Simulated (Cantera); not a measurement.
A freely propagating, adiabatic, planar premixed flame of 16.0 % H₂, 13.6 % O₂, 52.8 % N₂, 17.6 % H₂O, equivalence ratio 0.59, unburnt at 325 K and 11000 Pa; mixture-averaged transport, grid criteria slope 0.08 and curve 0.16, no radiation.

Cantera simulation using the H2/O2 subset of GRI-Mech 3.0, which has no nitrogen chemistry; the numbers are that mechanism's predictions, not measurements. Burning velocities carry a grid error of a few per cent, more on coarse grids. Lean hydrogen flames are cellular in practice and burn faster than this planar one.

x: mole fraction of selected species; z is measured from the peak of heat release.

| z (mm) | T (K) | u (m/s) | x H₂ | x O₂ | x H₂O | x OH | x H₂O₂ | x O |
|---|---|---|---|---|---|---|---|---|
| -16.9 | 325 | 0.514 | 0.160 | 0.136 | 0.176 | <1e-8 | <1e-8 | <1e-8 |
| -11.2 | 325 | 0.513 | 0.159 | 0.136 | 0.176 | <1e-8 | <1e-8 | <1e-8 |
| -8.43 | 325 | 0.513 | 0.156 | 0.136 | 0.177 | <1e-8 | 8.28e-8 | <1e-8 |
| -5.62 | 330 | 0.514 | 0.147 | 0.138 | 0.179 | <1e-8 | 1.28e-6 | 1.27e-8 |
| -2.81 | 424 | 0.642 | 0.113 | 0.139 | 0.196 | … | 3.50e-5 | 2.50e-6 |
| -1.41 | 671 | 0.996 | 0.0804 | 0.128 | 0.230 | … | 1.92e-5 | 8.32e-5 |
| 0 | 939 | 1.38 | 0.0466 | 0.106 | 0.276 | … | 2.21e-6 | 0.000942 |
| 1.41 | 1125 | 1.65 | 0.0218 | 0.0838 | 0.315 | … | 1.69e-6 | 0.00240 |
| 2.81 | 1233 | 1.81 | 0.0112 | 0.0726 | 0.334 | … | 1.86e-6 | 0.00287 |
| 5.62 | 1338 | 1.96 | 0.00626 | 0.0668 | 0.345 | … | 1.24e-6 | 0.00234 |
| 11.2 | 1416 | 2.06 | 0.00354 | 0.0645 | 0.353 | … | 6.22e-7 | 0.00132 |
| 22.5 | 1460 | 2.12 | 0.00149 | 0.0634 | 0.357 | … | 2.99e-7 | 0.000543 |
| 45.0 | 1478 | 2.15 | 0.000472 | 0.0632 | 0.360 | … | 1.34e-7 | 0.000171 |

Question: Fill in the missing entries.

Answer: 
- -2.81, x OH: 2.11e-5
- -1.41, x OH: 0.000261
- 0, x OH: 0.000624
- 1.41, x OH: 0.00181
- 2.81, x OH: 0.00296
- 5.62, x OH: 0.00365
- 11.2, x OH: 0.00329
- 22.5, x OH: 0.00233
- 45.0, x OH: 0.00136
